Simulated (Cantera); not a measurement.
What does this Cantera script print?

```python
import numpy as np
import cantera as ct

gas_names = """
    Electron C C+ C- CN CN+ CN- C2 C2+ C2- CCN CNC C2N2 C3 C4 C4N2 C5 N N+ N- N2 N2+ N2- Si Si+ SiC SiC2
    SiN Si2 Si2C Si2N Si3
""".split()
cond_names = """
    C(gr) Si(cr) Si(L) SiC(b) Si3N4(a)
""".split()


def load(file, names, dense=False):
    # The tables refer to 1 bar. Condensed volumes are neglected.
    table = {s.name: s for s in ct.Species.list_from_file(file)}
    out = []
    for n in names:
        d = dict(table[n].input_data)
        d["thermo"] = dict(d["thermo"], **{"reference-pressure": 1e5})
        if dense:
            d["equation-of-state"] = {"model": "constant-volume", "density": "1e6 g/cm^3"}
        out.append(ct.Species.from_dict(d))
    return out


gas = ct.Solution(thermo="ideal-gas", species=load("nasa_gas.yaml", gas_names))
cond = {s.name: ct.Solution(thermo="fixed-stoichiometry", species=[s], name=s.name)
        for s in load("nasa_condensed.yaml", cond_names, dense=True)}
atoms = {
    'Si3N4': {'Si': 3, 'N': 4},
    'C': {'C': 1},
    'N2': {'N': 2},
}
top_T = {'C(gr)': 4500, 'SiC(b)': 3050, 'Si3N4(a)': 2400}  # K; cautious upper limits of use, not melting points


def equilibrate(T, P, feed):
    n = {}
    for name, mol in feed.items():
        for a, k in atoms[name].items():
            n[a] = n.get(a, 0.0) + k * mol
    gas.TPX = T, P, n
    mass = sum(n.values()) * gas.mean_molecular_weight
    gas.equilibrate("TP")
    valid = [c for c in cond.values() if c.min_temp <= T <= top_T.get(c.name, c.max_temp)]
    mix = ct.Mixture([(gas, mass / gas.mean_molecular_weight)] + [(c, 0.0) for c in valid])
    mix.T, mix.P = T, P
    mix.equilibrate("TP", solver="vcs", rtol=1e-11, max_steps=5000)
    return mix


results = []
feed = {'Si3N4': 1, 'C': 0.17, 'N2': 2.8}  # mol
P = 101325  # Pa
for T in [3000, 3250, 3500, 3750, 4000, 4250, 4500, 4750, 5000]:
    mix = equilibrate(T, P, feed)
    results.append((T, P, feed, dict(zip(mix.species_names, mix.species_moles))))
    x = sorted(zip(gas.X, gas.species_names), reverse=True)
    print(f"T = {T:g} K  P = {P:g} Pa  gas = {mix.phase_moles(0):.4g} mol")
    print("   x: " + "  ".join(f"{s} {v:.3e}" for v, s in x if v > 1e-06))
    print("   condensed (mol): " + ("  ".join(f"{mix.phase(i).name} {mix.phase_moles(i):.4g}"
          for i in range(1, mix.n_phases) if mix.phase_moles(i) > 1e-12) or "none"))
```

It prints:

```
T = 3000 K  P = 101325 Pa  gas = 5.576 mol
   x: N2 8.561e-01  Si 1.049e-01  Si2C 1.751e-02  SiC2 5.977e-03  SiN 5.272e-03  Si2 5.111e-03  Si2N 3.482e-03  CN 7.786e-04  Si3 7.477e-04  SiC 1.020e-04  C2N2 5.455e-05  C 1.300e-05  N 1.280e-05  C3 5.409e-06  C2 2.114e-06  Si+ 1.308e-06
   condensed (mol): Si(L) 2.048
T = 3250 K  P = 101325 Pa  gas = 7.432 mol
   x: N2 6.374e-01  Si 3.080e-01  Si2 1.675e-02  Si2C 1.562e-02  SiN 1.055e-02  Si2N 5.496e-03  SiC2 3.052e-03  Si3 2.043e-03  CN 8.449e-04  SiC 2.226e-04  N 4.896e-05  C 3.901e-05  C2N2 1.185e-05  Si+ 5.661e-06  Electron 3.104e-06  C2 2.885e-06  CN- 2.554e-06  C3 2.350e-06
   condensed (mol): none
T = 3500 K  P = 101325 Pa  gas = 7.627 mol
   x: N2 6.222e-01  Si 3.404e-01  SiN 9.424e-03  Si2 8.909e-03  Si2C 7.421e-03  SiC2 5.559e-03  CN 2.764e-03  Si2N 1.754e-03  SiC 5.167e-04  Si3 4.084e-04  C 2.717e-04  N 1.736e-04  C2N2 2.983e-05  C2 2.775e-05  C3 2.296e-05  Si+ 1.846e-05  Electron 1.006e-05  CN- 8.370e-06  CNC 2.509e-06
   condensed (mol): none
T = 3750 K  P = 101325 Pa  gas = 7.737 mol
   x: N2 6.126e-01  Si 3.568e-01  SiN 8.249e-03  CN 5.987e-03  SiC2 5.354e-03  Si2 4.748e-03  Si2C 2.777e-03  C 1.127e-03  SiC 7.933e-04  Si2N 6.022e-04  N 5.222e-04  C2 1.175e-04  Si3 8.963e-05  C3 7.587e-05  Si+ 4.788e-05  C2N2 3.996e-05  Electron 2.909e-05  CN- 1.865e-05  CNC 7.704e-06
   condensed (mol): none
T = 4000 K  P = 101325 Pa  gas = 7.811 mol
   x: N2 6.053e-01  Si 3.650e-01  CN 9.399e-03  SiN 7.224e-03  SiC2 3.231e-03  C 3.119e-03  Si2 2.634e-03  N 1.372e-03  Si2C 9.039e-04  SiC 9.008e-04  C2 2.633e-04  Si2N 2.278e-04  C3 1.089e-04  Si+ 1.064e-04  Electron 7.561e-05  C2N2 3.291e-05  CN- 3.040e-05  Si3 2.249e-05  CNC 1.304e-05
   condensed (mol): none
T = 4250 K  P = 101325 Pa  gas = 7.868 mol
   x: N2 5.997e-01  Si 3.689e-01  CN 1.103e-02  SiN 6.375e-03  C 6.018e-03  N 3.223e-03  Si2 1.534e-03  SiC2 1.269e-03  SiC 7.833e-04  C2 3.314e-04  Si2C 2.595e-04  Si+ 2.137e-04  Electron 1.766e-04  Si2N 9.473e-05  C3 7.267e-05  CN- 3.660e-05  C2N2 1.722e-05  CNC 1.283e-05  Si3 6.449e-06
   condensed (mol): none
T = 4500 K  P = 101325 Pa  gas = 7.914 mol
   x: N2 5.950e-01  Si 3.700e-01  CN 1.050e-02  C 8.898e-03  N 6.897e-03  SiN 5.674e-03  Si2 9.355e-04  SiC 5.655e-04  Si+ 4.043e-04  SiC2 3.740e-04  Electron 3.691e-04  C2 2.761e-04  Si2C 6.980e-05  Si2N 4.283e-05  CN- 3.467e-05  C3 2.840e-05  CNC 8.585e-06  C2N2 6.603e-06  Si3 2.083e-06
   condensed (mol): none
T = 4750 K  P = 101325 Pa  gas = 7.962 mol
   x: N2 5.890e-01  Si 3.692e-01  N 1.362e-02  C 1.131e-02  CN 8.997e-03  SiN 5.085e-03  Si+ 7.301e-04  Electron 7.009e-04  Si2 5.946e-04  SiC 3.762e-04  C2 1.881e-04  SiC2 1.004e-04  CN- 2.876e-05  Si2N 2.081e-05  Si2C 1.918e-05  C3 8.814e-06  CNC 4.800e-06  C2N2 2.248e-06
   condensed (mol): none
T = 5000 K  P = 101325 Pa  gas = 8.026 mol
   x: N2 5.796e-01  Si 3.669e-01  N 2.507e-02  C 1.323e-02  CN 7.368e-03  SiN 4.572e-03  Si+ 1.258e-03  Electron 1.235e-03  Si2 3.915e-04  SiC 2.443e-04  C2 1.183e-04  SiC2 2.724e-05  CN- 2.241e-05  Si2N 1.072e-05  Si2C 5.617e-06  C3 2.578e-06  CNC 2.517e-06
   condensed (mol): none
```

Method: chemical equilibrium by Gibbs-energy minimisation in Cantera with the NASA 1993 tables (ideal gas, pure condensed phases). The tables' values for SiN are old estimates; treat these amounts as uncertain.
